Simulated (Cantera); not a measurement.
Charge: 1 mol borazine, 1 mol NH₃, 7.4 mol H₂, at 2298 K and 58.0 mbar.

These are equilibrium values from Cantera (NASA tables, ideal gas, pure condensed phases), not measurements of a reactor. Candidate condensed phases: B, BN; 15 gas species. The feed counts by its element totals alone. Mutual solubility and eutectic melting of coexisting phases are not modelled. The tables' values for BH₂ are old estimates; treat these amounts as uncertain. Gases not in the tables: B₂H₆ and higher boranes. Kinetics and transport are ignored.

Problem. What is the equilibrium state?

Solution. 
- x(H₂): 0.864
- x(N₂): 0.0970
- x(H): 0.0370
- x(BH₂): 0.00178
- x(B): 0.000171
- x(BH): 3.37e-5
- x(BH₃): 1.35e-5
- x(BN): 7.10e-6
- n(B(s)): 1.58 mol
- n(BN(s)): 1.39 mol
- gas amount: 13.46 mol
